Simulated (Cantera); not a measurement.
Input (Python, Cantera):

```python
import numpy as np
import cantera as ct

gas = ct.Solution("gri30.yaml")


def delay(T, t_max=10):
    gas.TPX = T, 2700000, {'CH4': 1, 'CO': 0.58, 'O2': 1.53, 'N2': 5.74}
    reactor = ct.IdealGasReactor(gas, clone=False)
    net = ct.ReactorNet([reactor])
    net.rtol, net.atol = 1e-8, 1e-16
    while net.time < t_max:
        t_old, T_old = net.time, reactor.T
        net.step()
        if reactor.T > T + 400:  # ignition: a rise of 400 K
            return t_old + (T + 400 - T_old) / (reactor.T - T_old) * (net.time - t_old)
    return np.nan


taus = []
for T in [1100, 1200, 1300, 1400, 1500, 1600, 1700, 1800]:
    taus.append(delay(T))
    print(f"T0 = {T:6g} K   tau = {taus[-1]:.4e} s")
```

Output:

```
T0 =   1100 K   tau = 1.6850e-02 s
T0 =   1200 K   tau = 3.5920e-03 s
T0 =   1300 K   tau = 9.5199e-04 s
T0 =   1400 K   tau = 2.9648e-04 s
T0 =   1500 K   tau = 1.0412e-04 s
T0 =   1600 K   tau = 4.0233e-05 s
T0 =   1700 K   tau = 1.6934e-05 s
T0 =   1800 K   tau = 7.7578e-06 s
```

Detailed kinetics in Cantera: GRI-Mech 3.0 (53 species, 325 reactions). The pressure lies above the range GRI-Mech 3.0 was tuned for (to about 10 atm).
